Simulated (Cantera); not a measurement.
A closed system holds: 1 mol MgO, 5.5 mol Cl2, 0.13 mol O2, equilibrated at 0.000210 bar.

Method: chemical equilibrium by Gibbs-energy minimisation in Cantera with the NASA 1993 tables (ideal gas, pure condensed phases). Candidate condensed phases: Mg, MgCl2, MgO; 11 gas species. The numbers say what is thermodynamically allowed, not how fast it happens.

Problem. At 600 °C, list the 4 most abundant gas species with their mole fractions, and the condensed phases.

Solution. Cl2 0.973, O2 0.0234, Cl 0.00302, MgCl2 0.000674. Condensed: MgO(s).
